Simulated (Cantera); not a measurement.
# Pyrogenic steam for wet oxidation

An isothermal, constant-pressure homogeneous reactor starts with 18.1 % H2, 13.9 % O2, 68.1 % N2, equivalence ratio 0.65, at 1350 K and 668 Torr.

Model: the H2/O2 subset of GRI-Mech 3.0, which has no nitrogen chemistry, integrated in Cantera. The temperature is held fixed by assumption; the heat of reaction is taken as removed at once.

```csv
t (s),x H2,x O2,x O,x H2O,x HO2,x OH
3.00e-5,0.0966,0.101,0.00939,0.0614,4.78e-5,0.00578
0.000100,0.00595,0.0549,0.00276,0.187,3.98e-5,0.00317
0.000336,0.000474,0.0534,0.000173,0.197,1.37e-5,0.000748
0.00113,3.88e-5,0.0534,1.58e-5,0.198,1.86e-6,0.000232
0.00377,4.83e-6,0.0534,2.53e-6,0.198,2.99e-7,9.39e-5
0.0126,9.97e-7,0.0534,5.92e-7,0.198,7.35e-8,4.54e-5
0.0423,3.12e-7,0.0534,1.87e-7,0.198,3.39e-8,2.54e-5
0.142,1.92e-7,0.0534,1.08e-7,0.198,2.91e-8,1.93e-5
0.475,1.87e-7,0.0534,1.04e-7,0.198,2.90e-8,1.89e-5
1.59,1.87e-7,0.0534,1.04e-7,0.198,2.90e-8,1.89e-5
5.32,1.87e-7,0.0534,1.04e-7,0.198,2.90e-8,1.89e-5
17.8,1.87e-7,0.0534,1.04e-7,0.198,2.90e-8,1.89e-5
59.7,1.87e-7,0.0534,1.04e-7,0.198,2.90e-8,1.89e-5
200,1.87e-7,0.0534,1.04e-7,0.198,2.90e-8,1.89e-5
```
x: mole fraction; the columns are a selection and need not sum to one.

Equilibrium at this temperature and pressure: H2 1.87e-7, O2 0.0534, O 1.04e-7, H2O 0.198, HO2 2.90e-8, OH 1.89e-5 (gas phase only).
